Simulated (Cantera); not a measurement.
Cantera run:

```python
import numpy as np
import cantera as ct

gas_names = [...]  # 109 gases of nasa_gas.yaml made of C, Cl, H, Si
cond_names = """
    C(gr) C6H6(L) C7H8(L) C8H18(L),n-octa Si(cr) Si(L) SiC(b)
""".split()


# ... load() reads the species with a 1 bar reference pressure and builds the phases ...
atoms = {
    'CH3SiCl3': {'C': 1, 'H': 3, 'Si': 1, 'CL': 3},
    'CH4': {'C': 1, 'H': 4},
    'H2': {'H': 2},
}
top_T = {'C(gr)': 4500, 'SiC(b)': 3050}  # K; cautious upper limits of use, not melting points


# ... equilibrate(T, P, feed) seeds the gas with the atoms and calls Mixture.equilibrate('TP', solver="vcs", rtol=1e-11, max_steps=5000) ...
results = []
feed = {'CH3SiCl3': 1, 'CH4': 0.013, 'H2': 4.3}  # mol
T = 1300  # K
P = 10000  # Pa
mix = equilibrate(T, P, feed)
results.append((T, P, feed, dict(zip(mix.species_names, mix.species_moles))))
print(gas.report(threshold=1e-06))
for i in range(1, mix.n_phases):
    print(f"{mix.phase(i).name:16s} {mix.phase_moles(i):12.5e} mol")
```

Output:

```
       temperature   1300 K
          pressure   10000 Pa
           density   0.015803 kg/m^3
  mean mol. weight   17.081 kg/kmol
   phase of matter   gas

                          1 kg             1 kmol
                     ---------------   ---------------
          enthalpy       -7.3258e+05       -1.2514e+07  J
   internal energy       -1.3654e+06       -2.3322e+07  J
           entropy             13197        2.2543e+05  J/K
    Gibbs function       -1.7889e+07       -3.0557e+08  J
 heat capacity c_p            1970.6             33661  J/K
 heat capacity c_v            1483.9             25347  J/K

                      mass frac. Y      mole frac. X     chem. pot. / RT
                     ---------------   ---------------   ---------------
               CH4        0.00030513        0.00032488           -43.815
                CL        2.5553e-06        1.2313e-06           -26.452
                 H        1.6551e-07        2.8047e-06            -10.47
               HCL           0.71397           0.33451           -36.922
                H2          0.075858           0.64274           -20.941
             SiCL2         0.0079629         0.0013741           -62.967
             SiCL3          0.015833         0.0020117           -89.418
             SiCL4           0.17382          0.017477           -115.87
            SiHCL3          0.012133         0.0015301           -99.889
           SiH2CL2        0.00011174        1.8898e-05           -83.907
     [  +99 minor]        1.0948e-06        5.7838e-07

C(gr)             1.71577e-01 mol
Si(cr)            0.00000e+00 mol
SiC(b)            8.39084e-01 mol
```

These are equilibrium values from Cantera (NASA tables, ideal gas, pure condensed phases), not measurements of a reactor. The feed counts by its element totals alone. The tables' values for SiCl3 are old estimates; treat these amounts as uncertain.
